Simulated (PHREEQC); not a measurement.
**Copper plating or etch bath: speciation**

Dissolve 0.0077 mol/kgw CuSO4, 0.0011 mol/kgw H2SO4 and 0.011 mol/kgw FeCl3 at 95 °C. Closed to the air; pH follows from the charge balance.

The numbers come from PHREEQC with the ion-association model, phreeqc.dat.

The pH is 2.24 and the ionic strength is 0.0537 mol/kgw. The total alkalinity comes out as -24.2 meq/kg.

```json
[
 {"species": "Cl-", "molality": "0.0297", "activity": "0.0233", "log γ": "-0.106"},
 {"species": "H+", "molality": "0.00698", "activity": "0.00580", "log γ": "-0.080"},
 {"species": "FeOH+2", "molality": "0.00507", "activity": "0.00205", "log γ": "-0.394"},
 {"species": "Cu+2", "molality": "0.00466", "activity": "0.00198", "log γ": "-0.372"},
 {"species": "HSO4-", "molality": "0.00360", "activity": "0.00284", "log γ": "-0.102"},
 {"species": "CuCl+", "molality": "0.00253", "activity": "0.00199", "log γ": "-0.104"},
 {"species": "FeSO4+", "molality": "0.00251", "activity": "0.00200", "log γ": "-0.098"},
 {"species": "SO4-2", "molality": "0.00198", "activity": "0.000795", "log γ": "-0.396"},
 {"species": "Fe(OH)2+", "molality": "0.00125", "activity": "0.00100", "log γ": "-0.096"}
]
```

No solid was allowed to form. Saturation is exceeded, for instance for Hematite (slow to form), Goethite (slow to form); the values hold only as long as no solid forms. Away from 25 °C the constants follow the database's enthalpies or fits; those with neither stay at their 25 °C values.
